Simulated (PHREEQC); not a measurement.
A made-up water analysis in mg/kgw, 6.5 °C, pH 7.72:

```tsv
constituent	mg/kgw
Na	4250
K	46.7
Ca	340
Mg	85.3
Cl	7020
S(6) as SO4	565
Alkalinity as HCO3	94.2
Si as SiO2	90.1
Li	2.23
```

Cl is adjusted to close the charge balance.
Valence states are taken as typed.

Equilibrium calculation in PHREEQC: Pitzer model, pitzer.dat.

No solid was allowed to form.

Question: Predict the activity of water, density.

Answer: activity of water 0.993; density 1.009 g/cm³.

Question: In which forms is C present?

Answer: HCO3- 95 %, CO2 4.4 %, CO3-2 0.5 % of the C.

Species that the database lacks are ignored. Away from 25 °C the constants follow the database's enthalpies or fits; those with neither stay at their 25 °C values.
